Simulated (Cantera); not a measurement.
Cantera run:

```python
import numpy as np
import cantera as ct

gas_names = """
    Br Br2 H HBr HO2 H2 H2O H2O2 Mg MgBr MgBr2 MgH MgO MgOH MgO2H2 Mg2 O OH O2 O3
""".split()
cond_names = """
    Br2(cr) Br2(L) H2O(s) H2O(L) Mg(cr) Mg(L) MgBr2(s) MgBr2(L) MgO(s) MgO(L) MgO2H2(s)
""".split()


# ... load() reads the species with a 1 bar reference pressure and builds the phases ...
atoms = {
    'MgO': {'Mg': 1, 'O': 1},
    'HBr': {'H': 1, 'Br': 1},
    'O2': {'O': 2},
}
top_T = {}  # K; cautious upper limits of use, not melting points


# ... equilibrate(T, P, feed) seeds the gas with the atoms and calls Mixture.equilibrate('TP', solver="vcs", rtol=1e-11, max_steps=5000) ...
results = []
feed = {'MgO': 1, 'HBr': 1.7, 'O2': 0.99}  # mol
P = 23  # Pa
for T in [923, 973, 1023, 1073, 1123, 1173, 1223, 1273, 1323, 1373]:
    mix = equilibrate(T, P, feed)
    results.append((T, P, feed, dict(zip(mix.species_names, mix.species_moles))))

top = {s: max(r[3][s] / sum(r[3][g] for g in gas_names) for r in results) for s in gas_names}
cols = sorted((s for s in top if top[s] > 1e-05), key=lambda s: -top[s])[:8]
seen = [c for c in cond_names if any(r[3].get(c, 0) > 1e-12 for r in results)]
print("log10 of partial pressures in bar; condensed amounts in mol")
print(f"{'T/K':>10s}" + "".join(f"{s[:9]:>10s}" for s in cols + seen))
for T, P, feed, n in results:
    ng = sum(n[g] for g in gas_names)
    print(f"{T:10.4g}" + "".join(f"{np.log10(max(n[s] / ng * P / 1e5, 1e-99)):10.3f}" for s in cols)
          + "".join(f"{n.get(c, 0):10.4g}" for c in seen))
```

It prints:

```
log10 of partial pressures in bar; condensed amounts in mol
       T/K        Br       H2O       Br2        O2       HBr        OH     MgBr2         O    MgO(s)
       923    -4.745    -4.100    -4.152    -4.250    -5.224   -10.090   -10.418   -13.029         1
       973    -4.497    -4.123    -4.227    -4.260    -5.068    -9.632    -9.723   -12.299         1
      1023    -4.299    -4.153    -4.345    -4.274    -4.955    -9.224    -9.145   -11.644         1
      1073    -4.153    -4.184    -4.520    -4.292    -4.887    -8.858    -8.687   -11.051         1
      1123    -4.056    -4.210    -4.752    -4.310    -4.860    -8.523    -8.344   -10.512    0.9999
      1173    -4.000    -4.226    -5.030    -4.324    -4.864    -8.211    -8.096   -10.017    0.9999
      1223    -3.969    -4.233    -5.327    -4.333    -4.886    -7.921    -7.915    -9.560    0.9998
      1273    -3.952    -4.235    -5.625    -4.340    -4.916    -7.651    -7.774    -9.138    0.9998
      1323    -3.943    -4.235    -5.913    -4.344    -4.950    -7.399    -7.657    -8.747    0.9997
      1373    -3.937    -4.233    -6.186    -4.348    -4.984    -7.165    -7.556    -8.384    0.9996
```

These are equilibrium values from Cantera (NASA tables, ideal gas, pure condensed phases), not measurements of a reactor.
